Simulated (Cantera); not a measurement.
Input: 1 mol PbO, 35 mol N2, held at 1252 °C and 1.33 mbar.

Method: chemical equilibrium by Gibbs-energy minimisation in Cantera with the NASA 1993 tables (ideal gas, pure condensed phases). Candidate condensed phases: Pb, PbO, PbO2, Pb3O4; 12 gas species. Rates play no part.

Base state: N2 0.964, Pb 0.0174, PbO 0.0101, O2 0.00856, NO 0.000308, O 1.44e-5 (mole fractions); condensed: gas only.

What changes in the equilibrium state with this change: PbO replaced by Fe(CO)5?


```tsv
species	before	after
N2	0.964	0.875
CO	0	0.125
Fe	0	0.000190
Pb	0.0174	0
PbO	0.0101	0
O2	0.00856	<1e-9
NO	0.000308	<1e-9
O	1.44e-5	<1e-9
Fe(γ), mol	0	0.992
```
Further candidate phases: C, Fe, Fe(CO)5, FeO, Fe2O3, Fe3O4.
